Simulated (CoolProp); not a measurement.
A closed Brayton cycle with carbon dioxide: compressor inlet 324.15 K and 7.5 MPa, high pressure 23.5 MPa, turbine inlet 970 K, compressor efficiency 0.85, turbine efficiency 0.85, recuperator effectiveness 0.8 (on enthalpy, no pinch check). Each further row changes one setting.

Model: reference Helmholtz-energy equation of state, Span 1996, in CoolProp.

| case | thermal efficiency (%) | net work (kJ/kg) | compressor to turbine work | compressor exit (K) | turbine exit (K) |
|---|---|---|---|---|---|
| as stated | 30.8 | 103 | 0.38 | 424.7 | 828.4 |
| turbine inlet 920 K | 29.8 | 93.7 | 0.40 | 424.7 | 783.1 |
| compressor inlet 334.15 K | 29.8 | 96.4 | 0.42 | 440.1 | 828.4 |
| high pressure 20 MPa | 29.2 | 91.8 | 0.37 | 409.9 | 847.6 |
| recuperator effectiveness 0.5 | 21.7 | 103 | 0.38 | 424.7 | 828.4 |
